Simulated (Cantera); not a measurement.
Feed: 1 mol C2H2, 0.022 mol O2, 9.3 mol N2, 2.9 mol NH3, equilibrated at 525 °C and 1.33 mbar.

These are equilibrium values from Cantera (NASA tables, ideal gas, pure condensed phases), not measurements of a reactor. Candidate condensed phases: C, C6H6, C7H8, C8H18, H2O; 136 gas species. Equilibrium is a limit: real reactors are often held back by kinetics, nucleation or transport.

Base state: N2 0.666, H2 0.331, CO 0.00269, CH4 0.000202, H2O 2.92e-5 (mole fractions); condensed: C(graphite).

Question: What changes in the equilibrium state with this change: pressure from 1.33 mbar to 11.0 mbar?

Answer: 
```json
[
 {"species": "N2", "before": "0.666", "after": "0.667"},
 {"species": "H2", "before": "0.331", "after": "0.328"},
 {"species": "CO", "before": "0.00269", "after": "0.00250"},
 {"species": "CH4", "before": "0.000202", "after": "0.00164"},
 {"species": "H2O", "before": "2.92e-5", "after": "0.000221"},
 {"species": "C(graphite), mol", "before": "1.95", "after": "1.93"}
]
```
